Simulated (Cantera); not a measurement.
An isothermal, constant-pressure homogeneous reactor starts with CH₄ : CO₂ = 1 : 0.35 (molar parts), at 1725 K and 3.10 bar. Integrator tolerance rtol = 1e-08.

Model: GRI-Mech 3.0 (53 species, 325 reactions), integrated in Cantera. GRI-Mech 3.0 stops at C3 and has no aromatics, soot or wall deposition, so with more carbon than oxygen in the feed, carbon stays in small species such as C2H2 where larger ones or solid carbon would form.

What does this change do: CH4 1 to 0.38 parts?


```
quantity                                             before                                    after
----------------  -----------------------------------------  ---------------------------------------
x(CH₄) at 8.00 s      0.0440 (gas-phase equilibrium 0.0440)  0.00987 (gas-phase equilibrium 0.00859)
x(CO₂) at 8.00 s    6.31e-7 (gas-phase equilibrium 6.36e-7)  0.00114 (gas-phase equilibrium 7.70e-6)
x(CH₂) at 8.00 s    1.83e-8 (gas-phase equilibrium 1.83e-8)  4.87e-9 (gas-phase equilibrium 4.13e-9)
x(CH₃) at 8.00 s  0.000124 (gas-phase equilibrium 0.000124)  3.01e-5 (gas-phase equilibrium 2.61e-5)
x(H) at 8.00 s      8.08e-5 (gas-phase equilibrium 8.08e-5)  7.48e-5 (gas-phase equilibrium 7.52e-5)
x(H₂O) at 8.00 s    4.71e-6 (gas-phase equilibrium 4.75e-6)  0.00413 (gas-phase equilibrium 2.81e-5)
```
